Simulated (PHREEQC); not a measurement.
0.13 g of hydrous ferric oxide (600 m²/g; 0.2 weak and 0.005 strong sites per Fe, Dzombak-Morel constants, diffuse double layer) in 1 kg of water with 0.01 mol/kgw of an inert sodium salt and 1.9e-05 mol/kgw H3BO3, at 25 °C; the pH is set by adding NaOH or the inert anion's acid. Oxygen alone is held at its pressure in air (log pO2 = -0.68). The system is closed to CO2. Precipitation was switched off in this run.

Base run: PHREEQC, ion-association model, wateq4f.dat. Each further column changes one thing. The table gives surface charge σ (C/m²).

| pH | base | background salt from 0.01 to 0.001 mol/kgw | oxide from 0.13 to 0.65 g/kgw | 7.8e-05 mol/kgw CuCl2 added |
|---|---|---|---|---|
| 3 | 0.325 | ___ | 0.326 | 0.325 |
| 4 | 0.216 | ___ | 0.218 | 0.218 |
| 4.5 | 0.160 | ___ | 0.161 | 0.163 |
| 5.5 | 0.077 | ___ | 0.077 | 0.089 |
| 6.5 | 0.030 | ___ | 0.030 | 0.051 |
| 7.5 | 0.008 | ___ | 0.008 | 0.019 |
| 8 | 0.001 | ___ | 0.001 | 0.010 |
| 9 | -0.013 | -0.004 | -0.013 | -0.004 |

Question: Complete the blanks.

Answer: 
- 3, background salt from 0.01 to 0.001 mol/kgw: 0.254
- 4, background salt from 0.01 to 0.001 mol/kgw: 0.118
- 4.5, background salt from 0.01 to 0.001 mol/kgw: 0.079
- 5.5, background salt from 0.01 to 0.001 mol/kgw: 0.031
- 6.5, background salt from 0.01 to 0.001 mol/kgw: 0.011
- 7.5, background salt from 0.01 to 0.001 mol/kgw: 0.003
- 8, background salt from 0.01 to 0.001 mol/kgw: 0.000

The oxide is taken as insoluble; below pH 4 it would dissolve. The database's constant for dissolved Cu(OH)2 is higher than later reviews accept.
